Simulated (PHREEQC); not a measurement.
Dissolve 0.0072 mol FeSO4, 0.00042 mol NaH2PO4 and 3.5e-05 mol NaCl per kg of water at 25 °C. Closed to the air; pH follows from the charge balance.

The numbers come from PHREEQC with the ion-association model, phreeqc.dat.

This is a speciation only: nothing precipitates in the calculation.

Order these P species by the share of P that they hold, largest first: H2PO4-, FeH2PO4+, HPO4-2, FeHPO4.

FeH2PO4+ (59 %), H2PO4- (38 %), FeHPO4 (2.8 %), HPO4-2 (0.40 %)

Order these Fe species by the share of Fe that they hold, largest first: FeSO4, FeH2PO4+, Fe+2, FeHPO4.

Fe+2 (73 %), FeSO4 (24 %), FeH2PO4+ (3.4 %), FeHPO4 (0.16 %)

The pH is 5.05 and the ionic strength 0.0219 mol/kgw. Saturation is exceeded, for instance for Vivianite; the values hold only as long as no solid forms.
